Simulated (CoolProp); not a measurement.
n-perfluorohexane along the isobar 2990 kPa: density (kg/m³) from the reference equation and from simpler models built on Tc = 174.9 °C, pc = 1742 kPa, ω = 0.497; each cubic takes its own stable root.

Model: reference Helmholtz-energy equation of state, Gao 2022, in CoolProp.

| T (°C) | phase | reference | Soave-Redlich-Kwong | Peng-Robinson |
|---|---|---|---|---|
| 26.45 | liquid | 1685 | 1473 | 1660 |
| 35.35 | liquid | 1660 | 1452 | 1637 |
| 44.25 | liquid | 1635 | 1430 | 1612 |
| 53.15 | liquid | 1609 | 1406 | 1586 |
| 62.05 | liquid | 1582 | 1381 | 1558 |
| 70.95 | liquid | 1555 | 1355 | 1529 |
| 79.85 | liquid | 1526 | 1327 | 1498 |
| 88.75 | liquid | 1497 | 1297 | 1465 |
